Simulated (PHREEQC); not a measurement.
Dissolve 8.6 mmol/kgw NH4HF2, 110 mmol/kgw H2SiF6, 1.2 mmol/kgw HBF4 and 0.36 mmol/kgw H2SO4 at 25 °C. It is in equilibrium with CO2 at log p = -3.4 (atm). Otherwise closed; pH follows from the charge balance.

Equilibrium calculation in PHREEQC: ion-association model, phreeqc.dat.

No solid was allowed to form.

Question: Order these S species by the share of S that they hold, largest first: SO4-2, NH4SO4-, HSO4-.

Answer: HSO4- (84 %), SO4-2 (16 %), NH4SO4- (0.36 %)

The pH is 0.78 and the ionic strength 0.332 mol/kgw. SiF6-2 is the database's only silicon fluoride. Real BF4- forms and hydrolyses slowly; the run takes it at equilibrium.
